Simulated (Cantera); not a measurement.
Feed: 1 mol (CH3)2SiCl2, 1.6 mol H2, equilibrated at 1973 K and 78.0 mbar.

Equilibrium computed with Cantera from the NASA thermochemical tables; the gas is ideal and each condensed phase is pure. Candidate condensed phases: C, C6H6, C7H8, C8H18, Si, SiC; 109 gas species. The feed counts by its element totals alone. The tables' values for SiCl3, SiCl are old estimates; treat these amounts as uncertain. Rates play no part.

Base state: H2 0.659, HCl 0.316, SiCl2 0.0186, H 0.00392, Cl 0.00141, SiCl3 0.000511, C2H2 (acetylene) 0.000422, SiCl 7.39e-5 (mole fractions); condensed: C(graphite) + SiC(s).

### Question
What changes in the equilibrium state with this change: temperature from 1973 K to 2223 K?

### Answer
| species | before | after |
|---|---|---|
| H2 | 0.659 | 0.655 |
| HCl | 0.316 | 0.289 |
| SiCl2 | 0.0186 | 0.0277 |
| H | 0.00392 | 0.0186 |
| SiC2 | 7.30e-7 | 7.10e-5 |
| Si2C | 4.89e-7 | 4.30e-5 |
| Si | 2.00e-5 | 0.000678 |
| SiH | 3.29e-6 | 6.49e-5 |
| C(graphite), mol | 1.10 | 1.15 |
| SiC(s), mol | 0.892 | 0.831 |
The tables' values for SiCl, SiCl3 are old estimates; treat these amounts as uncertain. Gases not in the tables: Si2H6 and higher silanes.
